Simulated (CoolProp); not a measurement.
n-nonane at several states: density (kg/m³) from the reference equation and from simpler models built on Tc = 594.5 K, pc = 2.282 MPa, ω = 0.443; each cubic takes its own stable root.

Computed with CoolProp (reference Helmholtz-energy equation of state, Lemmon 2006). It is a short technical equation, of lower accuracy than the large ones.

| T (K) | p (MPa) | phase | reference | Redlich-Kwong | Peng-Robinson |
|---|---|---|---|---|---|
| 421.4 | 0.901 | liquid | (withheld) | 489.0 | (withheld) |
| 420.3 | 2.55 | liquid | 617.1 | 498.0 | 597.4 |
| 437.2 | 0.239 | liquid | (withheld) | 9.277 | 574.4 |

Fill in the missing entries.


- 421.4, reference: 612.9
- 421.4, Peng-Robinson: 591.7
- 437.2, reference: 596.7

At some of these states Redlich-Kwong gives the other phase, because its saturation line lies elsewhere.
